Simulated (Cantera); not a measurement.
Charge: 1 mol SiH4, 1.2 mol H2O, 2.4 mol H2, equilibrated at 1473 K and 0.263 Torr.

Method: chemical equilibrium by Gibbs-energy minimisation in Cantera with the NASA 1993 tables (ideal gas, pure condensed phases). Candidate condensed phases: H2O, Si, SiO2; 18 gas species. The tables hold silica as quartz up to 1696 K and as liquid above; real silica turns to tridymite and cristobalite and melts near 1996 K. The numbers say what is thermodynamically allowed, not how fast it happens.

Base state: H2 0.874, SiO 0.125, H 0.000632, H2O 1.55e-5 (mole fractions); condensed: SiO2(β-quartz).

Q: What changes in the equilibrium state with this change: temperature from 1473 K to 773.15 K?

A: 
```
species                before  after
-------------------  --------  -----
H2                      0.874   1.00
SiO                     0.125  <1e-9
H                    0.000632  <1e-9
H2O                   1.55e-5  <1e-9
SiO2(β-quartz), mol     0.200      0
Si(s), mol                  0  0.400
SiO2(α-quartz), mol         0  0.600
```

Q: What changes in the equilibrium state with this change: pressure from 0.263 Torr to 7.50 Torr?

A: 
```json
[
 {"species": "H2", "before": "0.874", "after": "0.968"},
 {"species": "SiO", "before": "0.125", "after": "0.0314"},
 {"species": "H", "before": "0.000632", "after": "0.000124"},
 {"species": "H2O", "before": "1.55e-5", "after": "2.39e-6"},
 {"species": "SiO2(β-quartz), mol", "before": "0.200", "after": "0.509"},
 {"species": "Si(s), mol", "before": "0", "after": "0.309"}
]
```
Mutual solubility and eutectic melting of coexisting phases are not modelled.
